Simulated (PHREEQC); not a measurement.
Dissolve 2.4 mmol/kgw HF, 6.6 mmol/kgw (NH4)2SiF6 and 0.15 mmol/kgw H3AsO4 at 25 °C. Closed to the air; pH follows from the charge balance.

The numbers come from PHREEQC with the ion-association model, wateq4f.dat.

Precipitation was switched off in this run.

Order these F species by the share of F that they hold, largest first: F-, HF, SiF6-2.

SiF6-2 (91 %), HF (5.3 %), F- (3.8 %)

The pH is 2.96 and the ionic strength 0.0208 mol/kgw. The solution is supersaturated, for example in Quartz (slow to form), so a real one may precipitate; this is no full list. SiF6-2 is the database's only silicon fluoride.
